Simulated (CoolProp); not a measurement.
Dodecamethylcyclohexasiloxane (D6) along the isobar 1100 kPa: Z from the reference equation and from simpler models built on Tc = 372.6 °C, pc = 961.4 kPa, ω = 0.736; each cubic takes its own stable root.

Computed with CoolProp (reference Helmholtz-energy equation of state, Colonna 2008). It is a short technical equation, of lower accuracy than the large ones.

| T (°C) | phase | reference |
|---|---|---|
| 157.25 | liquid | 0.1659 |
| 174.45 | liquid | 0.1635 |
| 191.65 | liquid | 0.1616 |
| 208.95 | liquid | 0.1601 |
| 226.15 | liquid | 0.1592 |
| 243.45 | liquid | 0.1588 |
| 260.65 | liquid | 0.1591 |
| 277.85 | liquid | 0.1601 |
| 295.15 | liquid | 0.1622 |
| 312.35 | liquid | 0.1656 |
| 329.65 | liquid | 0.1712 |
| 346.85 | liquid | 0.1804 |

Q: How far does each simpler model (van der Waals, Soave-Redlich-Kwong, Peng-Robinson) lie from the reference over these 12 states: mean and median of the absolute difference, and the worst?

A: 
- van der Waals: mean 63.7 %, median 64.6 %, worst +70.8 % at 157.25 °C and 1100 kPa
- Soave-Redlich-Kwong: mean 8.2 %, median 7.8 %, worst +11.5 % at 346.85 °C and 1100 kPa
- Peng-Robinson: mean 4.0 %, median 4.5 %, worst -5.2 % at 243.45 °C and 1100 kPa
